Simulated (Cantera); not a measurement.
# Equilibrium for silicon epitaxy and polysilicon growth: SiH₂Cl₂ + HCl + N₂

Input: 1 mol SiH₂Cl₂, 4.5 mol HCl, 56 mol N₂, held at 13300 Pa.

These are equilibrium values from Cantera (NASA tables, ideal gas, pure condensed phases), not measurements of a reactor. Candidate condensed phases: NH₄Cl, Si, Si₃N₄; 28 gas species. N₂ is the only nitrogen source here; it is nearly inert below about 1500 K, so the nitride shown seldom forms there in practice. The tables' values for SiCl₃ are old estimates; treat these amounts as uncertain. Equilibrium is a limit: real reactors are often held back by kinetics, nucleation or transport.

From 1475 K to 1575 K the condensed part is Si₃N₄(s). From 1600 K to 1725 K nothing is condensed. The main Si-bearing gas is SiCl₄ at 1475 K and SiCl₂ at 1725 K.

```json
[
 {"T (K)": "1475", "log p N₂": "-0.92", "log p HCl": "-2.02", "log p H₂": "-2.66", "log p SiCl₂": "-3.30", "log p SiCl₄": "-3.21", "log p SiCl₃": "-3.52", "n Si₃N₄(s)": "0.111"},
 {"T (K)": "1500", "log p N₂": "-0.92", "log p HCl": "-2.02", "log p H₂": "-2.65", "log p SiCl₂": "-3.17", "log p SiCl₄": "-3.28", "log p SiCl₃": "-3.47", "n Si₃N₄(s)": "0.0913"},
 {"T (K)": "1525", "log p N₂": "-0.92", "log p HCl": "-2.03", "log p H₂": "-2.63", "log p SiCl₂": "-3.05", "log p SiCl₄": "-3.35", "log p SiCl₃": "-3.44", "n Si₃N₄(s)": "0.0675"},
 {"T (K)": "1550", "log p N₂": "-0.92", "log p HCl": "-2.04", "log p H₂": "-2.61", "log p SiCl₂": "-2.94", "log p SiCl₄": "-3.45", "log p SiCl₃": "-3.42", "n Si₃N₄(s)": "0.0399"},
 {"T (K)": "1575", "log p N₂": "-0.92", "log p HCl": "-2.06", "log p H₂": "-2.59", "log p SiCl₂": "-2.85", "log p SiCl₄": "-3.56", "log p SiCl₃": "-3.41", "n Si₃N₄(s)": "0.00897"},
 {"T (K)": "1600", "log p N₂": "-0.92", "log p HCl": "-2.06", "log p H₂": "-2.59", "log p SiCl₂": "-2.81", "log p SiCl₄": "-3.66", "log p SiCl₃": "-3.43", "n Si₃N₄(s)": "0"},
 {"T (K)": "1625", "log p N₂": "-0.92", "log p HCl": "-2.05", "log p H₂": "-2.60", "log p SiCl₂": "-2.79", "log p SiCl₄": "-3.77", "log p SiCl₃": "-3.46", "n Si₃N₄(s)": "0"},
 {"T (K)": "1650", "log p N₂": "-0.92", "log p HCl": "-2.04", "log p H₂": "-2.61", "log p SiCl₂": "-2.77", "log p SiCl₄": "-3.88", "log p SiCl₃": "-3.50", "n Si₃N₄(s)": "0"},
 {"T (K)": "1675", "log p N₂": "-0.92", "log p HCl": "-2.04", "log p H₂": "-2.62", "log p SiCl₂": "-2.76", "log p SiCl₄": "-3.98", "log p SiCl₃": "-3.53", "n Si₃N₄(s)": "0"},
 {"T (K)": "1700", "log p N₂": "-0.92", "log p HCl": "-2.04", "log p H₂": "-2.63", "log p SiCl₂": "-2.75", "log p SiCl₄": "-4.09", "log p SiCl₃": "-3.57", "n Si₃N₄(s)": "0"},
 {"T (K)": "1725", "log p N₂": "-0.92", "log p HCl": "-2.04", "log p H₂": "-2.63", "log p SiCl₂": "-2.74", "log p SiCl₄": "-4.20", "log p SiCl₃": "-3.61", "n Si₃N₄(s)": "0"}
]
```
log p: log10 of the partial pressure in bar; n: condensed amount in mol.
